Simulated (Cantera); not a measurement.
Equilibrium for iron carbonyl, mercury and lead vapours: Pb + O2 + N2

A closed system holds: 1 mol Pb, 0.041 mol O2, 9.6 mol N2, at 300000 Pa.

Equilibrium computed with Cantera from the NASA thermochemical tables; the gas is ideal and each condensed phase is pure. Candidate condensed phases: Pb, PbO, PbO2, Pb3O4; 12 gas species. Each liquid is taken as pure. Mutual solubility and eutectic melting of coexisting phases are not modelled. Gases not in the tables: (PbO)n polymers. The numbers say what is thermodynamically allowed, not how fast it happens.

From 775 K to 1125 K the condensed part is Pb(l) + PbO(yellow). From 1175 K to 1375 K the condensed part is Pb(l) + PbO(l).

```json
[
 {"T (K)": "775", "x N2": "1.00", "x Pb": "8.30e-9", "x PbO": "5.98e-12", "x NO": "<1e-12", "n Pb(l)": "0.918", "n PbO(yellow)": "0.0820", "n PbO(l)": "0"},
 {"T (K)": "825", "x N2": "1.00", "x Pb": "4.78e-8", "x PbO": "8.36e-11", "x NO": "<1e-12", "n Pb(l)": "0.918", "n PbO(yellow)": "0.0820", "n PbO(l)": "0"},
 {"T (K)": "875", "x N2": "1.00", "x Pb": "2.25e-7", "x PbO": "8.58e-10", "x NO": "<1e-12", "n Pb(l)": "0.918", "n PbO(yellow)": "0.0820", "n PbO(l)": "0"},
 {"T (K)": "925", "x N2": "1.000", "x Pb": "8.91e-7", "x PbO": "6.80e-9", "x NO": "1.29e-12", "n Pb(l)": "0.918", "n PbO(yellow)": "0.0820", "n PbO(l)": "0"},
 {"T (K)": "975", "x N2": "1.000", "x Pb": "3.06e-6", "x PbO": "4.33e-8", "x NO": "1.01e-11", "n Pb(l)": "0.918", "n PbO(yellow)": "0.0820", "n PbO(l)": "0"},
 {"T (K)": "1025", "x N2": "1.000", "x Pb": "9.27e-6", "x PbO": "2.28e-7", "x NO": "6.52e-11", "n Pb(l)": "0.918", "n PbO(yellow)": "0.0820", "n PbO(l)": "0"},
 {"T (K)": "1075", "x N2": "1.000", "x Pb": "2.53e-5", "x PbO": "1.03e-6", "x NO": "3.52e-10", "n Pb(l)": "0.918", "n PbO(yellow)": "0.0820", "n PbO(l)": "0"},
 {"T (K)": "1125", "x N2": "1.000", "x Pb": "6.31e-5", "x PbO": "4.02e-6", "x NO": "1.63e-9", "n Pb(l)": "0.917", "n PbO(yellow)": "0.0820", "n PbO(l)": "0"},
 {"T (K)": "1175", "x N2": "1.000", "x Pb": "0.000145", "x PbO": "1.34e-5", "x NO": "6.36e-9", "n Pb(l)": "0.917", "n PbO(yellow)": "0", "n PbO(l)": "0.0819"},
 {"T (K)": "1225", "x N2": "1.000", "x Pb": "0.000312", "x PbO": "3.76e-5", "x NO": "2.06e-8", "n Pb(l)": "0.915", "n PbO(yellow)": "0", "n PbO(l)": "0.0816"},
 {"T (K)": "1275", "x N2": "0.999", "x Pb": "0.000629", "x PbO": "9.66e-5", "x NO": "6.06e-8", "n Pb(l)": "0.912", "n PbO(yellow)": "0", "n PbO(l)": "0.0811"},
 {"T (K)": "1325", "x N2": "0.999", "x Pb": "0.00120", "x PbO": "0.000230", "x NO": "1.64e-7", "n Pb(l)": "0.906", "n PbO(yellow)": "0", "n PbO(l)": "0.0798"},
 {"T (K)": "1375", "x N2": "0.997", "x Pb": "0.00219", "x PbO": "0.000512", "x NO": "4.10e-7", "n Pb(l)": "0.897", "n PbO(yellow)": "0", "n PbO(l)": "0.0771"}
]
```
x: gas mole fraction; n: condensed amount in mol.
